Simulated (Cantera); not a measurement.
A closed system holds: 1 mol SiHCl₃, 190 mol H₂, held at 2348 K and 460 Pa.

Method: chemical equilibrium by Gibbs-energy minimisation in Cantera with the NASA 1993 tables (ideal gas, pure condensed phases). Candidate condensed phases: Si; 19 gas species. The tables' values for SiCl are old estimates; treat these amounts as uncertain. Kinetics and transport are ignored.

Base state: H₂ 0.817, H 0.165, HCl 0.0124, Si 0.00461, Cl 0.00179, SiH 9.54e-5, SiCl 3.05e-5 (mole fractions); condensed: gas only.

Question: What changes in the equilibrium state with this change: H₂ from 190 to 13 mol?

Answer: 
| species | before | after |
|---|---|---|
| H₂ | 0.817 | 0.641 |
| H | 0.165 | 0.146 |
| HCl | 0.0124 | 0.134 |
| Si | 0.00461 | 0.0459 |
| Cl | 0.00179 | 0.0218 |
| SiCl₂ | 4.76e-6 | 0.00702 |
| SiCl | 3.05e-5 | 0.00370 |
| Si₂ | 1.45e-6 | 0.000144 |
| SiH | 9.54e-5 | 0.000842 |
Gases not in the tables: Si₂H₆ and higher silanes.

Question: What changes in the equilibrium state with this change: SiHCl₃ replaced by SiH₄?

Answer: 
```json
[
 {"species": "H₂", "before": "0.817", "after": "0.829"},
 {"species": "H", "before": "0.165", "after": "0.166"},
 {"species": "Si", "before": "0.00461", "after": "0.00465"},
 {"species": "HCl", "before": "0.0124", "after": "0"},
 {"species": "Cl", "before": "0.00179", "after": "0"},
 {"species": "SiCl", "before": "3.05e-5", "after": "0"},
 {"species": "SiH", "before": "9.54e-5", "after": "9.69e-5"}
]
```
